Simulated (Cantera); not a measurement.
An isothermal, constant-pressure homogeneous reactor starts with H₂ : O₂ = 0.1 : 1 (molar parts), equivalence ratio 0.050, at 1023 K and 0.0263 atm.

Computed with Cantera and the H2/O2 subset of GRI-Mech 3.0, which has no nitrogen chemistry. Radical loss at walls, strong at low pressure, is not modelled. The temperature is held fixed by assumption; the heat of reaction is taken as removed at once.

One state of this run: x H₂ = 4.00e-8; x O₂ = 0.905; x H₂O₂ = 9.39e-9; x O = 6.09e-7; x H₂O = 0.0952; x HO₂ = 1.80e-8. x: mole fraction; the columns are a selection and need not sum to one.

Task: Which value of t (s) does it belong to?
(A) 1.40e-5
(B) 1.64
(C) 0.000684
(D) 0.00478

Result: B, 1.64
